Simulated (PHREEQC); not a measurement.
Solution (25 °C): 4.1 mmol/kgw HF and 83 mmol/kgw KF. Closed to the air; pH follows from the charge balance.

All values are PHREEQC results (ion-association model, wateq4f.dat), not measurements.

This is a speciation only: nothing precipitates in the calculation.

What pH does the model give?

pH 4.49.

In which forms is F present?

F- 94 %, HF 3.5 %, HF2- 2.2 % of the F.

Complexes and solids missing from the database can't appear.
